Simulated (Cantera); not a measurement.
Hydrocarbon pyrolysis for carbon deposition

An isothermal, constant-pressure homogeneous reactor starts with C₂H₆ : N₂ = 1 : 150 (molar parts), at 1000 K and 1.70 bar.

Computed with Cantera and GRI-Mech 3.0 (53 species, 325 reactions). GRI-Mech 3.0 stops at C3 and has no aromatics, soot or wall deposition, so with more carbon than oxygen in the feed, carbon stays in small species such as C2H2 where larger ones or solid carbon would form.

```json
[
 {"t (s)": "3.00e-6", "x C₂H₆": "0.00662", "x C₂H": "<1e-12", "x C₂H₂": "<1e-12", "x H": "<1e-12", "x C₂H₄": "<1e-12", "x CH₂": "<1e-12"},
 {"t (s)": "1.25e-5", "x C₂H₆": "0.00662", "x C₂H": "<1e-12", "x C₂H₂": "<1e-12", "x H": "<1e-12", "x C₂H₄": "<1e-12", "x CH₂": "<1e-12"},
 {"t (s)": "5.19e-5", "x C₂H₆": "0.00662", "x C₂H": "<1e-12", "x C₂H₂": "<1e-12", "x H": "<1e-12", "x C₂H₄": "2.22e-12", "x CH₂": "<1e-12"},
 {"t (s)": "0.000216", "x C₂H₆": "0.00662", "x C₂H": "<1e-12", "x C₂H₂": "<1e-12", "x H": "1.07e-11", "x C₂H₄": "1.45e-10", "x CH₂": "<1e-12"},
 {"t (s)": "0.000896", "x C₂H₆": "0.00662", "x C₂H": "<1e-12", "x C₂H₂": "<1e-12", "x H": "1.62e-10", "x C₂H₄": "9.12e-9", "x CH₂": "<1e-12"},
 {"t (s)": "0.00373", "x C₂H₆": "0.00662", "x C₂H": "<1e-12", "x C₂H₂": "1.25e-12", "x H": "1.64e-9", "x C₂H₄": "4.31e-7", "x CH₂": "<1e-12"},
 {"t (s)": "0.0155", "x C₂H₆": "0.00661", "x C₂H": "<1e-12", "x C₂H₂": "7.67e-10", "x H": "7.83e-9", "x C₂H₄": "1.08e-5", "x CH₂": "<1e-12"},
 {"t (s)": "0.0644", "x C₂H₆": "0.00651", "x C₂H": "<1e-12", "x C₂H₂": "8.90e-8", "x H": "1.35e-8", "x C₂H₄": "0.000115", "x CH₂": "<1e-12"},
 {"t (s)": "0.268", "x C₂H₆": "0.00603", "x C₂H": "<1e-12", "x C₂H₂": "2.23e-6", "x H": "1.37e-8", "x C₂H₄": "0.000578", "x CH₂": "<1e-12"},
 {"t (s)": "1.11", "x C₂H₆": "0.00442", "x C₂H": "<1e-12", "x C₂H₂": "3.01e-5", "x H": "1.34e-8", "x C₂H₄": "0.00213", "x CH₂": "<1e-12"},
 {"t (s)": "4.63", "x C₂H₆": "0.00155", "x C₂H": "<1e-12", "x C₂H₂": "0.000194", "x H": "9.86e-9", "x C₂H₄": "0.00477", "x CH₂": "<1e-12"},
 {"t (s)": "19.2", "x C₂H₆": "0.000283", "x C₂H": "<1e-12", "x C₂H₂": "0.000505", "x H": "4.70e-9", "x C₂H₄": "0.00567", "x CH₂": "<1e-12"},
 {"t (s)": "80.0", "x C₂H₆": "0.000169", "x C₂H": "<1e-12", "x C₂H₂": "0.000808", "x H": "3.64e-9", "x C₂H₄": "0.00541", "x CH₂": "<1e-12"}
]
```
x: mole fraction; the columns are a selection and need not sum to one.

Equilibrium at this temperature and pressure: C₂H₆ 4.58e-6, C₂H <1e-12, C₂H₂ 0.000302, H 7.75e-11, C₂H₄ 0.000513, CH₂ <1e-12 (gas phase only).
